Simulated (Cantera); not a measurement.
## Ammonia decomposition in nitride growth gas

An isothermal, constant-pressure homogeneous reactor starts with NH3 : H2 = 1 : 0.15 (molar parts), at 1775 K and 0.0197 atm.

Model: the gas-phase N/H chemistry of the illustrative SiF4/NH3 mechanism in the Surface Chemkin manual (1991), integrated in Cantera. Walls and surfaces, which speed up NH3 decomposition in real reactors, are not modelled.

| t (s) | x NH3 | x H2 | x H | x N2H4 | x NH2 | x N2H2 |
|---|---|---|---|---|---|---|
| 0.000500 | 0.870 | 0.130 | 6.60e-7 | 7.94e-12 | 1.09e-5 | 8.07e-10 |
| 0.00158 | 0.870 | 0.130 | 2.00e-6 | 8.49e-11 | 3.44e-5 | 1.32e-8 |
| 0.00500 | 0.869 | 0.130 | 6.20e-6 | 8.56e-10 | 0.000108 | 1.70e-7 |
| 0.0158 | 0.869 | 0.131 | 1.82e-5 | 7.40e-9 | 0.000318 | 1.89e-6 |
| 0.0500 | 0.865 | 0.133 | 2.88e-5 | 1.76e-8 | 0.000490 | 5.07e-6 |
| 0.158 | 0.853 | 0.142 | 3.11e-5 | 1.74e-8 | 0.000487 | 5.00e-6 |
| 0.500 | 0.815 | 0.170 | 3.75e-5 | 1.62e-8 | 0.000471 | 4.61e-6 |
| 1.58 | 0.709 | 0.247 | 5.65e-5 | 1.33e-8 | 0.000426 | 3.65e-6 |
| 5.00 | 0.482 | 0.414 | 0.000106 | 7.82e-9 | 0.000326 | 2.00e-6 |
| 15.8 | 0.192 | 0.627 | 0.000213 | 2.18e-9 | 0.000172 | 5.52e-7 |
| 50.0 | 0.0289 | 0.746 | 0.000444 | 1.51e-10 | 4.55e-5 | 4.78e-8 |
x: mole fraction; the columns are a selection and need not sum to one.

Equilibrium at this temperature and pressure: NH3 1.97e-7, H2 0.766, H 0.00180, N2H4 <1e-12, NH2 1.23e-9, N2H2 <1e-12 (gas phase only).
